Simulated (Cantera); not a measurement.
Mixture: CH3OH : O2 : N2 : H2O = 1 : 1.2 : 8.44 : 0.52 (molar parts), equivalence ratio 1.2, at 1.70 bar, adiabatic and at constant volume. Ignition delay is the time to a rise of 400 K.

Model: GRI-Mech 3.0 (53 species, 325 reactions), integrated in Cantera. GRI-Mech 3.0 was tuned for natural gas; its chemistry of methanol as a main component is partial and can be far from experiment.

Problem. Predict: delay at 1298 K; delay at 1398 K; delay at 1498 K; delay at 1598 K; apparent activation energy between 1548 and 1648 K.

Solution. 
- delay at 1298 K: 1.31 ms
- delay at 1398 K: 0.369 ms
- delay at 1498 K: 0.129 ms
- delay at 1598 K: 53.7 µs
- apparent activation energy between 1548 and 1648 K: 170 kJ/mol
